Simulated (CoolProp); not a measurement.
Computed with CoolProp (reference Helmholtz-energy equation of state, Tillner-Roth 1997).

**Question.** Give the vapour pressure (MPa), vapour density (kg/m³), enthalpy of vaporisation (kJ/kg), liquid cp (kJ/(kg K)) of saturated CH2F2 (R32) at 250.7, 261.7, 294.4 K.

**Answer.** 
| T (K) | p (MPa) | vapour density (kg/m³) | enthalpy of vaporisation (kJ/kg) | liquid cp (kJ/(kg K)) |
|---|---|---|---|---|
| 250.7 | 0.370 | 10.2 | 347 | 1.65 |
| 261.7 | 0.554 | 15.1 | 332 | 1.69 |
| 294.4 | 1.53 | 42.4 | 278 | 1.90 |
